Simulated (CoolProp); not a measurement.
A single-stage vapour-compression cycle with benzene: evaporating at 321.15 K (dew point), condensing at 383.15 K (bubble point), superheat 0 K, subcooling 2 K, compressor efficiency 0.75, no pressure losses. Each further row changes one setting.

Values from CoolProp's reference Helmholtz-energy equation of state, Thol 2012.

| case | cooling COP | pressure ratio | discharge temperature (K) | refrigerating effect (kJ/kg) | volumetric capacity (kJ/m³) |
|---|---|---|---|---|---|
| as stated | 3.23 | 6.99 | 398.1 | 303 | 302 |
| evaporating temperature 326.15 K | 3.63 | 5.78 | 395.9 | 308 | 366 |
| condensing temperature 378.15 K | 3.59 | 6.14 | 393.0 | 313 | 312 |
| subcooling 7 K | 3.34 | 6.99 | 398.1 | 313 | 312 |
| superheat 10 K | 3.26 | 6.99 | 407.8 | 315 | 303 |
| compressor efficiency 0.65 | 2.80 | 6.99 | 407.7 | 303 | 302 |
